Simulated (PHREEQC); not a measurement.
A PHREEQC input (ion-association model, wateq4f.dat):

```
SOLUTION 1
  temp 25
  units M
  pH 5.94
  pe 8.2
  Na 1.42
  K 0.273
  Ca 2.98
  Mg 0.49
  Cl 4.77
  S(6) 0.943 as SO4
  Alkalinity 6.24 as HCO3
  Pb 0.0197
  Zn 0.021
  Si 0.082 as SiO2
  Cu(2) 0.484
  B 0.000775
  O(0) 0.0281
END
USE solution 1
EQUILIBRIUM_PHASES 1
  Chalcedony 0 0
  Quartz 0 0.5
  CO2(g) -2.5 10
END
```

It stops with these messages:

```
ERROR: Calculations terminating due to input errors.
```

The fault: a unit that the program doesn't know. The line should read `units mg/L` where the input has `units M`. With the mend the run ends at pH 6.31 and ionic strength 0.000374 mol/kgw.
